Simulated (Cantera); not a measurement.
Charge: 1 mol SiC, 0.077 mol N2O, 190 mol N2, 4.3 mol CO2, equilibrated at 1 atm.

These are equilibrium values from Cantera (NASA tables, ideal gas, pure condensed phases), not measurements of a reactor. Candidate condensed phases: C, Si, SiC, SiO2, Si2N2O, Si3N4; 34 gas species. The tables hold silica as quartz up to 1696 K and as liquid above; real silica turns to tridymite and cristobalite and melts near 1996 K. Kinetics and transport are ignored.

x: gas mole fraction; n: condensed amount in mol.

```csv
T (K),x N2,x CO,x CO2,x SiO,x NO,x O,n SiO2(β-quartz),n SiO2(condensed),n SiO2(l)
1023,0.973,0.0201,0.00705,<1e-12,<1e-12,<1e-12,1.00,0,0
1123,0.973,0.0201,0.00705,<1e-12,<1e-12,<1e-12,1.00,0,0
1223,0.973,0.0201,0.00705,<1e-12,5.83e-12,<1e-12,1.00,0,0
1323,0.973,0.0201,0.00705,7.66e-12,9.33e-11,<1e-12,1.00,0,0
1423,0.973,0.0201,0.00705,2.03e-10,1.01e-9,<1e-12,1.00,0,0
1523,0.973,0.0201,0.00705,[?],[?],[?],1.000,0,0
1623,0.973,0.0201,0.00705,4.13e-8,4.85e-8,1.77e-10,1.000,0,0
1723,0.973,0.0201,0.00705,3.64e-7,2.39e-7,1.76e-9,0,1.000,0
1823,0.973,0.0201,0.00705,2.45e-6,9.88e-7,1.36e-8,0,1.000,0
1923,0.973,0.0201,0.00706,[?],[?],[?],0,0.997,0
2023,0.973,0.0200,0.00710,6.13e-5,1.11e-5,4.46e-7,0,0,0.988
2123,0.973,0.0199,0.00724,0.000236,3.22e-5,2.04e-6,0,0,0.954
2223,0.972,0.0194,0.00768,0.000754,8.92e-5,8.60e-6,0,0,0.851
```

Problem. Fill in the missing entries.

Solution. 
- 1523, x SiO: 3.46e-9
- 1523, x NO: 7.95e-9
- 1523, x O: 1.31e-11
- 1923, x SiO: 1.34e-5
- 1923, x NO: 3.52e-6
- 1923, x O: 8.50e-8
